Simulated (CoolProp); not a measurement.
Values from CoolProp's reference Helmholtz-energy equation of state, Lemmon 2005. It is a short technical equation, of lower accuracy than the large ones.

**Question.** Give the vapour pressure (MPa), liquid density (kg/m³), vapour density (kg/m³), enthalpy of vaporisation (kJ/kg) of saturated isobutene at 218.3, 254.8, 291.4 K.

**Answer.** 
```tsv
T (K)	p (MPa)	liquid density (kg/m³)	vapour density (kg/m³)	enthalpy of vaporisation (kJ/kg)
218.3	0.00959	678	0.299	434
254.8	0.0635	639	1.74	402
291.4	0.247	597	6.21	366
```
